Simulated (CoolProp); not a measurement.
A single-stage vapour-compression cycle with n-hexane: evaporating at 311.15 K (dew point), condensing at 337.15 K (bubble point), superheat 0 K, subcooling 8 K, compressor efficiency 0.6, no pressure losses. Each further row changes one setting.

Model: reference Helmholtz-energy equation of state, Thol 2019, in CoolProp.

```json
[
 {"case": "as stated", "cooling COP": "6.88", "pressure ratio": "2.53", "discharge temperature (K)": "338.3", "refrigerating effect (kJ/kg)": "315", "volumetric capacity (kJ/m³)": "370"},
 {"case": "evaporating temperature 316.15 K", "cooling COP": "(withheld)", "pressure ratio": "2.09", "discharge temperature (K)": "337.9", "refrigerating effect (kJ/kg)": "323", "volumetric capacity (kJ/m³)": "454"},
 {"case": "condensing temperature 332.15 K", "cooling COP": "8.69", "pressure ratio": "(withheld)", "discharge temperature (K)": "333.5", "refrigerating effect (kJ/kg)": "327", "volumetric capacity (kJ/m³)": "384"},
 {"case": "subcooling 13 K", "cooling COP": "7.14", "pressure ratio": "2.53", "discharge temperature (K)": "338.3", "refrigerating effect (kJ/kg)": "327", "volumetric capacity (kJ/m³)": "384"},
 {"case": "superheat 10 K", "cooling COP": "6.97", "pressure ratio": "2.53", "discharge temperature (K)": "(withheld)", "refrigerating effect (kJ/kg)": "332", "volumetric capacity (kJ/m³)": "377"},
 {"case": "compressor efficiency 0.5", "cooling COP": "5.73", "pressure ratio": "2.53", "discharge temperature (K)": "343.2", "refrigerating effect (kJ/kg)": "315", "volumetric capacity (kJ/m³)": "370"}
]
```

Complete the blanks.


- evaporating temperature 316.15 K, cooling COP: 8.82
- condensing temperature 332.15 K, pressure ratio: 2.14
- superheat 10 K, discharge temperature (K): 348.6
